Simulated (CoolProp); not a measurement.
Cyclopropane along the isobar 19.9 MPa: Z from the reference equation and from simpler models built on Tc = 398.7 K, pc = 5.605 MPa, ω = 0.131; each cubic takes its own stable root.

Values from CoolProp's reference Helmholtz-energy equation of state, Polt 1992. This equation is an older, rougher fit; its heat capacities, sound speeds and derivatives of the liquid may be far off and weren't checked against measurements.

| T (K) | phase | reference | van der Waals | Redlich-Kwong |
|---|---|---|---|---|
| 376 | liquid | 0.4890 | 0.6919 | 0.5328 |
| 382.5 | liquid | 0.4896 | 0.6878 | 0.5338 |
| 388.9 | liquid | 0.4907 | 0.6841 | 0.5352 |
| 395.4 | liquid | 0.4923 | 0.6808 | 0.5373 |
| 401.9 | supercritical | 0.4945 | 0.6779 | 0.5398 |
| 408.3 | supercritical | 0.4973 | 0.6755 | 0.5428 |
| 414.8 | supercritical | 0.5008 | 0.6733 | 0.5465 |
| 421.3 | supercritical | 0.5049 | 0.6716 | 0.5507 |
| 427.7 | supercritical | 0.5097 | 0.6703 | 0.5554 |
| 434.2 | supercritical | 0.5153 | 0.6694 | 0.5607 |
| 440.7 | supercritical | 0.5217 | 0.6688 | 0.5667 |
| 447.1 | supercritical | 0.5288 | 0.6687 | 0.5731 |
| 453.6 | supercritical | 0.5369 | 0.6689 | 0.5802 |
| 460.1 | supercritical | 0.5458 | 0.6696 | 0.5879 |
| 466.5 | supercritical | 0.5553 | 0.6706 | 0.5960 |
| 473 | supercritical | 0.5658 | 0.6720 | 0.6047 |
